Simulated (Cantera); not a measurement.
## Carbothermic reduction: Fe2O3 + CO

Input: 1 mol Fe2O3, 1 mol CO, equilibrated at 1.30 mbar.

These are equilibrium values from Cantera (NASA tables, ideal gas, pure condensed phases), not measurements of a reactor. Candidate condensed phases: C, Fe, Fe(CO)5, FeO, Fe2O3, Fe3O4; 15 gas species. Mutual solubility and eutectic melting of coexisting phases are not modelled. The tables' stoichiometric FeO is somewhat more stable than real wüstite, so its field is too wide. FeO: taken at fixed stoichiometry. Kinetics and transport are ignored.

```csv
T (K),log p CO2,log p Fe,log p CO,log p O2,log p O,log p FeO,n FeO(s),n Fe3O4(s),n FeO(l)
1250,-2.91,-11.59,-4.18,-11.99,-13.16,-13.08,1.85,0.0509,0
1450,-2.91,-9.37,-4.20,-8.71,-10.05,-10.20,1.85,0.0487,0
1650,-2.91,-7.71,-4.22,-6.22,-7.69,-8.04,0,0.0452,1.86
1850,-2.92,-6.41,-4.16,-4.46,-5.95,-6.44,0,0,2.00
2050,-3.01,-4.90,-3.71,-4.00,-5.01,-5.18,0,0,1.98
2250,-3.33,-3.66,-3.57,-3.66,-4.26,-4.15,0,0,1.60
2450,-3.98,-3.30,-3.73,-3.60,-3.75,-4.09,0,0,0
```
log p: log10 of the partial pressure in bar; n: condensed amount in mol.

From 1250 K to 1450 K the condensed part is FeO(s) + Fe3O4(s). At 1650 K the condensed part is FeO(l) + Fe3O4(s). From 1850 K to 2250 K the condensed part is FeO(l). At 2450 K nothing is condensed.
